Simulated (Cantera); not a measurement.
Charge: 1 mol FeS, 3 mol O₂, 0.44 mol H₂O, equilibrated at 452 °C and 2.00 bar.

Method: chemical equilibrium by Gibbs-energy minimisation in Cantera with the NASA 1993 tables (ideal gas, pure condensed phases). Candidate condensed phases: Fe, FeO, Fe(OH)₂, Fe(OH)₃, FeS, FeSO₄, FeS₂, Fe₂O₃, Fe₂(SO₄)₃, Fe₃O₄, H₂O, H₂SO₄, S; 22 gas species. Kinetics and transport are ignored.

Base state: O₂ 0.630, H₂O 0.370, SO₃ 3.20e-5 (mole fractions); condensed: Fe₂O₃(s) + Fe₂(SO₄)₃(s).

Question: What changes in the equilibrium state with this change: temperature from 452 °C to 1527 °C?

Answer: 
| species | before | after |
|---|---|---|
| O₂ | 0.630 | 0.479 |
| SO₂ | 1.79e-7 | 0.357 |
| H₂O | 0.370 | 0.158 |
| OH | <1e-9 | 0.000897 |
| O | <1e-9 | 5.96e-5 |
| Fe₂O₃(s), mol | 0.167 | 0 |
| Fe₂(SO₄)₃(s), mol | 0.333 | 0 |
| Fe₃O₄(s), mol | 0 | 0.333 |
